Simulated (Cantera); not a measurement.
A Cantera script and what it prints.

```python
import numpy as np
import cantera as ct

gas_names = """
    CL CL2 H HCL H2 Si SiCL SiCL2 SiCL3 SiCL4 SiH SiHCL3 SiH2 SiH2CL2 SiH3 SiH3CL SiH4 Si2 Si3
""".split()
cond_names = """
    Si(cr) Si(L)
""".split()


def load(file, names, dense=False):
    # The tables refer to 1 bar. Condensed volumes are neglected.
    table = {s.name: s for s in ct.Species.list_from_file(file)}
    out = []
    for n in names:
        d = dict(table[n].input_data)
        d["thermo"] = dict(d["thermo"], **{"reference-pressure": 1e5})
        if dense:
            d["equation-of-state"] = {"model": "constant-volume", "density": "1e6 g/cm^3"}
        out.append(ct.Species.from_dict(d))
    return out


gas = ct.Solution(thermo="ideal-gas", species=load("nasa_gas.yaml", gas_names))
cond = {s.name: ct.Solution(thermo="fixed-stoichiometry", species=[s], name=s.name)
        for s in load("nasa_condensed.yaml", cond_names, dense=True)}
atoms = {
    'SiH4': {'Si': 1, 'H': 4},
    'HCl': {'H': 1, 'CL': 1},
    'H2': {'H': 2},
}
top_T = {}  # K; cautious upper limits of use, not melting points


def equilibrate(T, P, feed):
    n = {}
    for name, mol in feed.items():
        for a, k in atoms[name].items():
            n[a] = n.get(a, 0.0) + k * mol
    gas.TPX = T, P, n
    mass = sum(n.values()) * gas.mean_molecular_weight
    gas.equilibrate("TP")
    valid = [c for c in cond.values() if c.min_temp <= T <= top_T.get(c.name, c.max_temp)]
    mix = ct.Mixture([(gas, mass / gas.mean_molecular_weight)] + [(c, 0.0) for c in valid])
    mix.T, mix.P = T, P
    mix.equilibrate("TP", solver="vcs", rtol=1e-11, max_steps=5000)
    return mix


results = []
feed = {'SiH4': 1, 'HCl': 0.23, 'H2': 11}  # mol
P = 12000  # Pa
for T in [1223, 1323, 1423, 1523, 1623, 1723, 1823, 1923, 2023, 2123, 2223, 2323, 2423, 2523]:
    mix = equilibrate(T, P, feed)
    results.append((T, P, feed, dict(zip(mix.species_names, mix.species_moles))))

top = {s: max(r[3][s] / sum(r[3][g] for g in gas_names) for r in results) for s in gas_names}
cols = sorted((s for s in top if top[s] > 1e-06), key=lambda s: -top[s])[:6]
seen = [c for c in cond_names if any(r[3].get(c, 0) > 1e-12 for r in results)]
print("log10 of partial pressures in bar; condensed amounts in mol")
print(f"{'T/K':>10s}" + "".join(f"{s[:9]:>10s}" for s in cols + seen))
for T, P, feed, n in results:
    ng = sum(n[g] for g in gas_names)
    print(f"{T:10.4g}" + "".join(f"{np.log10(max(n[s] / ng * P / 1e5, 1e-99)):10.3f}" for s in cols)
          + "".join(f"{n.get(c, 0):10.4g}" for c in seen))
```

Output:

```
log10 of partial pressures in bar; condensed amounts in mol
       T/K        H2         H        Si       HCL       SiH       Si2    Si(cr)     Si(L)
      1223    -0.928    -6.986   -11.492    -2.737   -10.843   -15.445    0.9883         0
      1323    -0.928    -6.264   -10.052    -2.724    -9.651   -13.570    0.9897         0
      1423    -0.928    -5.642    -8.816    -2.723    -8.628   -11.961    0.9895         0
      1523    -0.928    -5.100    -7.744    -2.725    -7.742   -10.567    0.9889         0
      1623    -0.928    -4.624    -6.806    -2.727    -6.967    -9.348    0.9883         0
      1723    -0.928    -4.203    -6.007    -2.727    -6.314    -8.332         0    0.9881
      1823    -0.929    -3.828    -5.355    -2.722    -5.790    -7.544         0    0.9885
      1923    -0.929    -3.491    -4.770    -2.719    -5.322    -6.839         0    0.9872
      2023    -0.931    -3.187    -4.245    -2.717    -4.902    -6.206         0    0.9815
      2123    -0.934    -2.912    -3.770    -2.719    -4.523    -5.633         0    0.9654
      2223    -0.938    -2.663    -3.337    -2.724    -4.180    -5.114         0     0.925
      2323    -0.947    -2.436    -2.943    -2.736    -3.869    -4.640         0    0.8312
      2423    -0.962    -2.232    -2.582    -2.756    -3.588    -4.207         0    0.6246
      2523    -0.988    -2.050    -2.250    -2.792    -3.336    -3.808         0    0.1842
```

Cantera equilibrium calculation (NASA polynomials, part measured and part estimated; ideal gas, pure solids and liquids). The tables' values for SiCl, SiCl3 are old estimates; treat these amounts as uncertain. Gases not in the tables: Si2H6 and higher silanes.
